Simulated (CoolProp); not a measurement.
Hexamethyldisiloxane (MM) at 298.15 K and 0.518 MPa is throttled through a valve to 0.12 MPa with no heat exchange. Each further row changes one setting.

Values from CoolProp's reference Helmholtz-energy equation of state, Thol 2016.

```
case                       temperature change (K)  final density (kg/m³)
-------------------------  ----------------------  ---------------------
as stated                                    +0.2                    760
outlet pressure 0.036 MPa                    +0.2                    759
outlet pressure 0.156 MPa                    +0.1                    760
```
